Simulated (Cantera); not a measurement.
Charge: 1 mol B2O3, 1.9 mol SiCl4, 1.3 mol F2, at 948.15 K and 0.190 bar.

Equilibrium computed with Cantera from the NASA thermochemical tables; the gas is ideal and each condensed phase is pure. Candidate condensed phases: B, B2O3, Si, SiO2; 45 gas species. Condensed phases not in the tables: borates and borosilicate glass, alloys, solid solutions and most ternary compounds. Rates play no part.

Question: What is the equilibrium state?

Answer: 
```
Item                                   Value
--------------------------------  ----------
x(Cl2)                                 0.364
x(SiCl4)                               0.209
x(BF3)                                 0.205
x(BCl3)                                0.158
x(B3O3Cl3)                            0.0298
x(B3O3F3)                             0.0200
x(SiF4)                               0.0130
x(Cl)                               0.000237
x(BOF)                               2.50e-5
n(B2O3(l))                        0.0836 mol
n(SiO2(β-quartz))                   1.11 mol
gas amount                         3.570 mol
log10 activity of B(s) (absent)       -19.35
log10 activity of Si(s) (absent)      -28.69
```
